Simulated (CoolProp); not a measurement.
Vapour-liquid equilibrium of propylene (1) + isobutane (2) at 269.6 K; x and y are mole fractions of (1).

Computed with CoolProp (multi-fluid Helmholtz-energy mixture model, Lemmon 2013 and Bücker 2006; pair parameters Bell 2016).

```json
[
 {"x": "0.05", "bubble pressure, mixture model (MPa)": "0.1628", "bubble pressure, Raoult's law (MPa)": "0.1575", "y, mixture model": "0.184", "y, Raoult's law": "0.167"},
 {"x": "0.125", "bubble pressure, mixture model (MPa)": "0.1909", "bubble pressure, Raoult's law (MPa)": "0.1864", "y, mixture model": "(withheld)", "y, Raoult's law": "0.352"},
 {"x": "0.2", "bubble pressure, mixture model (MPa)": "0.2133", "bubble pressure, Raoult's law (MPa)": "0.2154", "y, mixture model": "0.447", "y, Raoult's law": "0.487"},
 {"x": "0.275", "bubble pressure, mixture model (MPa)": "0.2331", "bubble pressure, Raoult's law (MPa)": "0.2444", "y, mixture model": "0.529", "y, Raoult's law": "0.590"},
 {"x": "0.35", "bubble pressure, mixture model (MPa)": "0.2526", "bubble pressure, Raoult's law (MPa)": "0.2734", "y, mixture model": "0.600", "y, Raoult's law": "0.672"},
 {"x": "0.425", "bubble pressure, mixture model (MPa)": "0.2730", "bubble pressure, Raoult's law (MPa)": "0.3024", "y, mixture model": "0.666", "y, Raoult's law": "0.737"},
 {"x": "0.5", "bubble pressure, mixture model (MPa)": "0.2955", "bubble pressure, Raoult's law (MPa)": "0.3314", "y, mixture model": "0.730", "y, Raoult's law": "0.792"},
 {"x": "0.575", "bubble pressure, mixture model (MPa)": "0.3208", "bubble pressure, Raoult's law (MPa)": "0.3603", "y, mixture model": "0.790", "y, Raoult's law": "0.837"},
 {"x": "0.65", "bubble pressure, mixture model (MPa)": "0.3498", "bubble pressure, Raoult's law (MPa)": "0.3893", "y, mixture model": "0.846", "y, Raoult's law": "0.876"},
 {"x": "0.725", "bubble pressure, mixture model (MPa)": "0.3827", "bubble pressure, Raoult's law (MPa)": "0.4183", "y, mixture model": "0.894", "y, Raoult's law": "0.909"},
 {"x": "0.8", "bubble pressure, mixture model (MPa)": "0.4194", "bubble pressure, Raoult's law (MPa)": "0.4473", "y, mixture model": "0.935", "y, Raoult's law": "0.938"},
 {"x": "0.875", "bubble pressure, mixture model (MPa)": "(withheld)", "bubble pressure, Raoult's law (MPa)": "0.4763", "y, mixture model": "0.967", "y, Raoult's law": "0.964"},
 {"x": "0.95", "bubble pressure, mixture model (MPa)": "(withheld)", "bubble pressure, Raoult's law (MPa)": "0.5053", "y, mixture model": "0.989", "y, Raoult's law": "0.986"}
]
```

### Question
Some entries are withheld; supply them.

### Answer

- 0.125, y, mixture model: 0.343
- 0.875, bubble pressure, mixture model (MPa): 0.4588
- 0.95, bubble pressure, mixture model (MPa): 0.4990

The largest gap from Raoult's law is -11.0 % in bubble pressure, at x = 0.575. No azeotrope shows between x = 0.05 and 0.95.

Pair parameters are fitted to limited data, so mixtures are less certain than the pure fluids. The gap from Raoult's law changes sign with composition, which may be real or a fault of the pair parameters; it wasn't checked against measurements.
